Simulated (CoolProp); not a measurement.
Vapour pressure (MPa) of 1,2-dichloroethane: the reference equation beside estimates from Tc = 561.6 K, pc = 5.226 MPa, ω = 0.269.

Model: reference Helmholtz-energy equation of state, Thol 2015, in CoolProp.

| T (K) | reference | Lee-Kesler | van der Waals | Redlich-Kwong | Soave-Redlich-Kwong | Peng-Robinson |
|---|---|---|---|---|---|---|
| 306.6 | 0.01554 | 0.01456 | 0.2574 | 0.03690 | 0.01484 | 0.01556 |
| 310.7 | 0.01861 | 0.01751 | 0.2796 | (withheld) | 0.01782 | 0.01861 |
| 314.7 | 0.02207 | 0.02086 | 0.3025 | 0.05029 | 0.02119 | 0.02206 |
| 318.8 | 0.02616 | 0.02482 | 0.3273 | 0.05837 | 0.02518 | 0.02611 |
| 322.8 | 0.03072 | 0.02926 | 0.3528 | 0.06721 | 0.02965 | 0.03064 |
| 326.9 | (withheld) | 0.03447 | 0.3803 | 0.07730 | (withheld) | 0.03593 |
| 330.9 | 0.04196 | 0.04026 | (withheld) | 0.08825 | 0.04068 | 0.04179 |
| 335 | (withheld) | 0.04699 | 0.4390 | 0.1007 | 0.04743 | 0.04858 |
| 339 | 0.05631 | 0.05441 | 0.4701 | (withheld) | 0.05485 | 0.05603 |
| 343.1 | 0.06495 | 0.06297 | 0.5036 | 0.1291 | 0.06341 | 0.06461 |
| 347.1 | 0.07438 | 0.07234 | 0.5377 | 0.1452 | 0.07277 | 0.07396 |
| 351.2 | 0.08514 | 0.08306 | 0.5743 | 0.1632 | 0.08347 | 0.08465 |
| 355.3 | (withheld) | 0.09502 | 0.6125 | 0.1829 | 0.09540 | 0.09654 |
| 359.3 | 0.1100 | 0.1080 | 0.6514 | 0.2037 | 0.1083 | 0.1094 |

**Question.** Fill in the missing entries.

**Answer.** 
- 310.7, Redlich-Kwong: 0.04327
- 326.9, reference: 0.03605
- 326.9, Soave-Redlich-Kwong: 0.03488
- 330.9, van der Waals: 0.4086
- 335, reference: 0.04880
- 339, Redlich-Kwong: 0.1140
- 355.3, reference: 0.09711

Absolute difference from the reference over all 14 rows, mean and median: Lee-Kesler 3.9 and 3.9 %, van der Waals 906.3 and 836.7 %, Redlich-Kwong 109.5 and 108.3 %, Soave-Redlich-Kwong 3.0 and 2.9 %, Peng-Robinson 0.4 and 0.4 %.
